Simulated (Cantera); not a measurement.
A closed system holds: 1 mol C2H2, 0.28 mol O2, held at 10.0 Torr.

Method: chemical equilibrium by Gibbs-energy minimisation in Cantera with the NASA 1993 tables (ideal gas, pure condensed phases). Candidate condensed phases: C, C6H6, C7H8, C8H18, H2O; 110 gas species. Equilibrium is a limit: real reactors are often held back by kinetics, nucleation or transport.

What share of the C ends up in condensed phases as a function of T (°C), at 452, 652, 852, 1052, 1252, 1452, 1652, 1852, 2052, 2252, 2452, 2652?


```tsv
T (°C)	C condensed (%)	as
452	85.9	C(graphite)
652	72.6	C(graphite)
852	72.0	C(graphite)
1052	72.0	C(graphite)
1252	72.0	C(graphite)
1452	72.0	C(graphite)
1652	72.0	C(graphite)
1852	71.8	C(graphite)
2052	71.5	C(graphite)
2252	70.9	C(graphite)
2452	69.7	C(graphite)
2652	65.1	C(graphite)
```
